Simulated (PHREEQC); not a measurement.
A solution holds 4.2 mmol/kgw Na2SiO3, at 5 °C. Closed to the air; pH follows from the charge balance.

All values are PHREEQC results (ion-association model, phreeqc.dat), not measurements.

Each row changes one thing in this solution. This is a speciation only: nothing precipitates in the calculation.

```json
[
 {"case": "as made", "pH": "12.30", "ionic strength (mol/kgw)": "0.00856", "H3SiO4- (mol/kgw)": "0.00401", "H2SiO4-2 (mol/kgw)": "0.000163", "H4SiO4 (mol/kgw)": "2.76e-5", "SI of Quartz (SiO2)": "-0.26"},
 {"case": "Na2SiO3 from 0.0042 to 0.00378 mol/kgw", "pH": "12.26", "ionic strength (mol/kgw)": "0.00769", "H3SiO4- (mol/kgw)": "0.00362", "H2SiO4-2 (mol/kgw)": "0.000132", "H4SiO4 (mol/kgw)": "2.76e-5", "SI of Quartz (SiO2)": "-0.26"},
 {"case": "Na2SiO3 from 0.0042 to 0.0021 mol/kgw", "pH": "12.02", "ionic strength (mol/kgw)": "0.00424", "H3SiO4- (mol/kgw)": "0.00203", "H2SiO4-2 (mol/kgw)": "4.05e-5", "H4SiO4 (mol/kgw)": "2.73e-5", "SI of Quartz (SiO2)": "-0.27"},
 {"case": "Na2SiO3 from 0.0042 to 0.00042 mol/kgw", "pH": "11.36", "ionic strength (mol/kgw)": "0.000842", "H3SiO4- (mol/kgw)": "0.000394", "H2SiO4-2 (mol/kgw)": "1.56e-6", "H4SiO4 (mol/kgw)": "2.49e-5", "SI of Quartz (SiO2)": "-0.31"},
 {"case": "temperature from 5 to 80 °C", "pH": "10.19", "ionic strength (mol/kgw)": "0.00847", "H3SiO4- (mol/kgw)": "0.00376", "H2SiO4-2 (mol/kgw)": "7.25e-5", "H4SiO4 (mol/kgw)": "0.000368", "SI of Quartz (SiO2)": "-0.14"}
]
```

Species that the database lacks are ignored. Away from 25 °C the constants follow the database's enthalpies or fits; those with neither stay at their 25 °C values.
